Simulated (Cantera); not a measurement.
Feed: 1 mol PbO, 2.4 mol CH4, 0.88 mol CO, equilibrated at 2623.15 K and 10000 Pa.

Cantera equilibrium calculation (NASA polynomials, part measured and part estimated; ideal gas, pure solids and liquids). Candidate condensed phases: C, C6H6, C7H8, C8H18, H2O, Pb, PbO, PbO2, Pb3O4; 113 gas species. Equilibrium is a limit: real reactors are often held back by kinetics, nucleation or transport.

Base state: H2 0.536, CO 0.233, Pb 0.124, H 0.0976, C2H2 (acetylene) 0.00950, C2H 0.000159, C4H2 6.99e-5, C3 3.08e-5 (mole fractions); condensed: C(graphite).

What changes in the equilibrium state with this change: CH4 from 2.4 to 0.69 mol?


```json
[
 {"species": "CO", "before": "0.233", "after": "0.370"},
 {"species": "H2", "before": "0.536", "after": "0.245"},
 {"species": "Pb", "before": "0.124", "after": "0.243"},
 {"species": "CO2", "before": "1.51e-8", "after": "0.0131"},
 {"species": "H2O", "before": "2.27e-7", "after": "0.0568"},
 {"species": "H", "before": "0.0976", "after": "0.0660"},
 {"species": "C2H2 (acetylene)", "before": "0.00950", "after": "<1e-9"},
 {"species": "PbO", "before": "1.34e-9", "after": "0.00143"},
 {"species": "O", "before": "1.15e-9", "after": "0.000628"},
 {"species": "C(graphite), mol", "before": "1.24", "after": "0"}
]
```
Gases not in the tables: (PbO)n polymers.
